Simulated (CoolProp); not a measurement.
Properties of nitrogen along the isotherm 153.3 K (Tc = 126.2 K, pc = 33.96 bar, ω = 0.037).

Computed with CoolProp (reference Helmholtz-energy equation of state, Span 2000).

```csv
p (bar),phase,cv (kJ/(kg K)),viscosity (µPa s),Prandtl number
4.63,gas,0.7509,10.4,0.772
9.26,gas,0.7602,10.6,0.798
13.9,gas,0.7700,10.8,0.825
18.5,gas,0.7803,11.0,0.855
23.2,gas,0.7915,11.2,0.889
27.8,gas,0.8030,11.5,0.928
32.4,gas,0.8151,11.8,0.973
37,supercritical,0.8277,12.2,1.03
41.7,supercritical,0.8410,12.6,1.09
46.3,supercritical,0.8541,13.1,1.17
50.9,supercritical,0.8669,13.7,1.25
```

Viscosity comes from a separate model (Lemmon 2004). Thermal conductivity comes from a separate model (Lemmon 2004).
